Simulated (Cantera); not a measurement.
An isothermal, constant-pressure homogeneous reactor starts with H2 : O2 = 0.038 : 1 (molar parts), equivalence ratio 0.019, at 1448 K and 8.25 Torr. Integrator tolerance rtol = 1e-08.

Detailed kinetics in Cantera: GRI-Mech 3.0 (53 species, 325 reactions). Radical loss at walls, strong at low pressure, is not modelled. The temperature is held fixed by assumption; the heat of reaction is taken as removed at once.

Task: What does this change do: temperature 1448 to 1125 K?

Result: 
```tsv
quantity	before	after
x(H2) at 2.00 s	1.13e-5 (gas-phase equilibrium 3.35e-7)	9.06e-7 (gas-phase equilibrium 8.79e-10)
x(O2) at 2.00 s	0.962 (gas-phase equilibrium 0.963)	0.963 (gas-phase equilibrium 0.963)
x(O) at 2.00 s	0.000626 (gas-phase equilibrium 1.84e-5)	4.30e-5 (gas-phase equilibrium 4.35e-8)
x(OH) at 2.00 s	0.000786 (gas-phase equilibrium 0.000135)	8.78e-5 (gas-phase equilibrium 2.79e-6)
x(H2O2) at 2.00 s	4.79e-9 (gas-phase equilibrium 5.83e-10)	1.15e-8 (gas-phase equilibrium 4.50e-11)
x(H) at 2.00 s	1.01e-5 (gas-phase equilibrium 5.12e-8)	3.91e-7 (gas-phase equilibrium 1.26e-11)
x(H2O) at 2.00 s	0.0369 (gas-phase equilibrium 0.0372)	0.0372 (gas-phase equilibrium 0.0373)
```

Task: What does this change do: pressure from 8.25 Torr to 20.0 Torr?

Result: 
```tsv
quantity	before	after
x(H2) at 2.00 s	1.13e-5 (gas-phase equilibrium 3.35e-7)	7.07e-7 (gas-phase equilibrium 2.15e-7)
x(O2) at 2.00 s	0.962 (gas-phase equilibrium 0.963)	0.963 (gas-phase equilibrium 0.963)
x(O) at 2.00 s	0.000626 (gas-phase equilibrium 1.84e-5)	3.86e-5 (gas-phase equilibrium 1.18e-5)
x(OH) at 2.00 s	0.000786 (gas-phase equilibrium 0.000135)	0.000196 (gas-phase equilibrium 0.000108)
x(H2O2) at 2.00 s	4.79e-9 (gas-phase equilibrium 5.83e-10)	1.83e-9 (gas-phase equilibrium 9.08e-10)
x(H) at 2.00 s	1.01e-5 (gas-phase equilibrium 5.12e-8)	1.56e-7 (gas-phase equilibrium 2.64e-8)
x(H2O) at 2.00 s	0.0369 (gas-phase equilibrium 0.0372)	0.0372 (gas-phase equilibrium 0.0372)
```
